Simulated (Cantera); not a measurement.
A closed system holds: 1 mol Ti(OiPr)4, 0.7 mol C3H8.

These are equilibrium values from Cantera (NASA tables, ideal gas, pure condensed phases), not measurements of a reactor. Candidate condensed phases: C, C6H6, C7H8, C8H18, H2O, Ti, TiC, TiO, TiO2, Ti2O3, Ti3O5, Ti4O7; 113 gas species. The feed counts by its element totals alone. Mutual solubility and eutectic melting of coexisting phases are not modelled. TiC: taken at fixed stoichiometry. Condensed phases not in the tables: Magnéli phases beyond Ti4O7. Rates play no part.

### Question
What condenses at these points (T in K, P in Pa): (1373, 6300); (1248, 2500); (1348, 160); (1198, 160); (1323, 25); (1198, 40000); (1173, 16000); (1248, 6300)?

### Answer
| T (K) | P in Pa | condensed phases | Ti condensed (%) |
|---|---|---|---|
| 1373 | 6300 | C + TiC | 100.0 |
| 1248 | 2500 | C + TiC + Ti3O5 | 100.0 |
| 1348 | 160 | C + TiC | 100.0 |
| 1198 | 160 | C + TiC | 100.0 |
| 1323 | 25 | C + TiC | 100.0 |
| 1198 | 40000 | C + TiO2 | 100.0 |
| 1173 | 16000 | C + Ti4O7 | 100.0 |
| 1248 | 6300 | C + Ti3O5 | 100.0 |
